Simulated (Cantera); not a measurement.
A freely propagating, adiabatic, planar premixed flame of CH₄ : H₂ : O₂ : N₂ : H₂O = 1 : 0.063 : 1.35 : 5.09 : 1.1 (molar parts), equivalence ratio 1.5, unburnt at 575 K and 0.188 atm; mixture-averaged transport, grid criteria slope 0.08 and curve 0.16, no radiation.

Model: GRI-Mech 3.0 (53 species, 325 reactions), integrated in Cantera. Burning velocities carry a grid error of a few per cent, more on coarse grids.

What does this change do: O2 1.35 to 1 parts?


```csv
quantity,before,after
laminar burning velocity,49.7 cm/s,7.57 cm/s
thermal thickness,3.51 mm,18.6 mm
peak x(OH),0.00108,1.21e-5
peak x(C₂H),7.40e-7,2.05e-8
```

What does this change do: inlet temperature 575 to 698 K?


| quantity | before | after |
|---|---|---|
| laminar burning velocity | 49.7 cm/s | 89.8 cm/s |
| thermal thickness | 3.51 mm | 2.67 mm |
| peak x(OH) | 0.00108 | 0.00199 |
| peak x(C₂H) | 7.40e-7 | 1.29e-6 |
